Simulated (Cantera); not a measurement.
Input: 1 mol C₂H₄, 0.24 mol NH₃, 0.39 mol H₂, at 0.000770 bar.

These are equilibrium values from Cantera (NASA tables, ideal gas, pure condensed phases), not measurements of a reactor. Candidate condensed phases: C, C₆H₆, C₇H₈, C₈H₁₈; 110 gas species. Ions and electrons are included (thermal ionisation). The numbers say what is thermodynamically allowed, not how fast it happens.

Problem. At 3477 °C, list the 5 most abundant gas species with their mole fractions, and the condensed phases.

Solution. H 0.726, C 0.249, N₂ 0.0120, CN 0.00510, C₂ 0.00436. Condensed: gas only.
